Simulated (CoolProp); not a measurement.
Model: reference Helmholtz-energy equation of state, Thol 2017, in CoolProp.

Problem. For octamethyltrisiloxane (MDM), give the phase and the density (kg/m³), cp (kJ/(kg K)), isothermal compressibility (1/MPa), expansivity (1/kK) at 575 K and 513 kPa.

Solution. 
- 575 K and 513 kPa: gas; density 28.9, cp 2.15, isothermal compressibility 2.25, expansivity 2.85
